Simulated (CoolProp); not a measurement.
A single-stage vapour-compression cycle with R114: evaporating at 311.15 K (dew point), condensing at 347.15 K (bubble point), superheat 8 K, subcooling 8 K, compressor efficiency 0.6, no pressure losses. Each further row changes one setting.

Computed with CoolProp (reference Helmholtz-energy equation of state, Platzer 1990). This equation is an older, rougher fit; its heat capacities, sound speeds and derivatives of the liquid may be far off and weren't checked against measurements.

```
case                              cooling COP  pressure ratio  discharge temperature (K)  refrigerating effect (kJ/kg)  volumetric capacity (kJ/m³)
--------------------------------  -----------  --------------  -------------------------  ----------------------------  ---------------------------
as stated                          (withheld)            2.54                      356.1                          99.6                         2240
evaporating temperature 316.15 K   (withheld)            2.20                 (withheld)                           103                   (withheld)
condensing temperature 342.15 K    (withheld)            2.26                      351.2                           105                         2360
subcooling 13 K                          4.80            2.54                      356.1                           105                         2360
superheat 18 K                           4.68            2.54                      366.3                           107                   (withheld)
compressor efficiency 0.5                3.80            2.54                 (withheld)                          99.6                         2240
```

Problem. What belongs in the gaps?

Solution. 
- as stated, cooling COP: 4.56
- evaporating temperature 316.15 K, cooling COP: 5.52
- evaporating temperature 316.15 K, discharge temperature (K): 355.8
- evaporating temperature 316.15 K, volumetric capacity (kJ/m³): 2650
- condensing temperature 342.15 K, cooling COP: 5.47
- superheat 18 K, volumetric capacity (kJ/m³): 2310
- compressor efficiency 0.5, discharge temperature (K): 361.3
